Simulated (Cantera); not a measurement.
Fluorocarbon and chlorocarbon gases: CF₄ + CH₄ + H₂ + F₂

A closed system holds: 1 mol CF₄, 0.1 mol CH₄, 0.76 mol H₂, 0.015 mol F₂, at 1.00 bar.

Equilibrium computed with Cantera from the NASA thermochemical tables; the gas is ideal and each condensed phase is pure. Candidate condensed phases: C, C₆H₆, C₇H₈, C₈H₁₈; 95 gas species. Gases not in the tables: C₂F₆ and larger saturated fluorocarbons. Kinetics and transport are ignored.

```csv
T (K),x HF,x CF₄,x CF₂,x F,x CF₃,n C(graphite)
1300,0.784,0.216,6.27e-7,2.71e-8,6.02e-7,0.572
1450,0.784,0.216,9.16e-6,5.60e-7,5.30e-6,0.572
1600,0.784,0.215,8.03e-5,6.57e-6,3.09e-5,0.572
1750,0.784,0.215,0.000481,5.05e-5,0.000132,0.572
1900,0.783,0.214,0.00215,0.000282,0.000448,0.570
2050,0.780,0.209,0.00764,0.00122,0.00125,0.563
2200,0.773,0.198,0.0222,0.00427,0.00294,0.546
```
x: gas mole fraction; n: condensed amount in mol.

From 1300 K to 2200 K the condensed part is C(graphite). The main C-bearing gas is CF₄ throughout.
